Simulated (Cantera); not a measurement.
## Premixed flame

A freely propagating, adiabatic, planar premixed flame of H₂ : O₂ : N₂ = 1 : 0.263 : 0.989 (molar parts), equivalence ratio 1.9, unburnt at 350 K and 3.40 bar; mixture-averaged transport, grid criteria slope 0.08 and curve 0.16, no radiation.

Computed with Cantera and the H2/O2 subset of GRI-Mech 3.0, which has no nitrogen chemistry. The hydrogen kinetics of GRI-Mech 3.0 are dated; newer H2 mechanisms differ, most at raised pressure. Burning velocities carry a grid error of a few per cent, more on coarse grids.

| z (mm) | T (K) | u (m/s) | x H₂ | x O₂ | x O | x H₂O | x H₂O₂ | x HO₂ |
|---|---|---|---|---|---|---|---|---|
| -0.220 | 350 | 3.81 | 0.444 | 0.117 | <1e-8 | <1e-8 | <1e-8 | <1e-8 |
| -0.147 | 350 | 3.81 | 0.444 | 0.117 | <1e-8 | <1e-8 | <1e-8 | <1e-8 |
| -0.110 | 350 | 3.81 | 0.444 | 0.117 | <1e-8 | 2.21e-7 | <1e-8 | 2.34e-8 |
| -0.0733 | 351 | 3.82 | 0.443 | 0.117 | 2.81e-8 | 5.50e-6 | 6.74e-8 | 6.89e-7 |
| -0.0366 | 404 | 4.33 | 0.432 | 0.119 | 3.57e-6 | 0.00143 | 2.38e-5 | 0.000249 |
| -0.0183 | 715 | 7.37 | 0.394 | 0.112 | 0.000154 | 0.0259 | 0.000121 | 0.000759 |
| 0 | 1139 | 11.4 | 0.333 | 0.0862 | 0.00111 | 0.0875 | 4.11e-5 | 0.000299 |
| 0.0183 | 1446 | 14.4 | 0.269 | 0.0477 | 0.00228 | 0.163 | 4.84e-6 | 0.000137 |
| 0.0366 | 1619 | 16.0 | 0.230 | 0.0198 | 0.00194 | 0.215 | 1.81e-6 | 5.42e-5 |
| 0.0733 | 1766 | 17.4 | 0.210 | 0.00289 | 0.000880 | 0.249 | 8.17e-7 | 7.53e-6 |
| 0.147 | 1877 | 18.4 | 0.214 | 0.000336 | 0.000474 | 0.256 | 4.10e-7 | 9.80e-7 |
| 0.293 | 1971 | 19.2 | 0.221 | 0.000128 | 0.000242 | 0.259 | 2.02e-7 | 4.26e-7 |
| 0.586 | 2042 | 19.8 | 0.226 | 5.40e-5 | 0.000103 | 0.261 | 9.40e-8 | 1.96e-7 |
x: mole fraction of selected species; z is measured from the peak of heat release.

```
Property                      Value
------------------------  ---------
laminar burning velocity   381 cm/s
thermal thickness         0.0733 mm
peak x(O)                   0.00232
peak x(H₂O₂)               0.000121
peak x(HO₂)                0.000926
grid points                     112
```
